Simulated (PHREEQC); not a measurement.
Consider water at 20 °C with 6.4 mmol/kgw NaH2PO4 and 0.066 mmol/kgw K2HPO4. Closed to the air; pH follows from the charge balance.

All values are PHREEQC results (ion-association model, phreeqc.dat), not measurements.

Each row changes one thing in this solution. Precipitation was switched off in this run.

| case | pH | ionic strength (mol/kgw) | HPO4-2 (mol/kgw) | H3PO4 (mol/kgw) | NaHPO4- (mol/kgw) | KHPO4- (mol/kgw) |
|---|---|---|---|---|---|---|
| as made | 5.19 | 0.00662 | 7.74e-5 | 5.20e-6 | 6.90e-7 | 1.42e-8 |
| K2HPO4 replaced by KBr at the same molality | 4.79 | 0.00651 | 3.04e-5 | 1.31e-5 | 2.71e-7 | 2.79e-9 |
| K2HPO4 from 6.6e-05 to 7.26e-05 mol/kgw | 5.22 | 0.00663 | 8.31e-5 | 4.85e-6 | 7.41e-7 | 1.68e-8 |
| NaH2PO4 from 0.0064 to 0.0032 mol/kgw | 5.48 | 0.00341 | 7.05e-5 | 1.37e-6 | 3.43e-7 | 1.41e-8 |
| diluted 5-fold with water | 5.33 | 0.00133 | 1.87e-5 | 7.84e-7 | 3.98e-8 | 8.21e-10 |
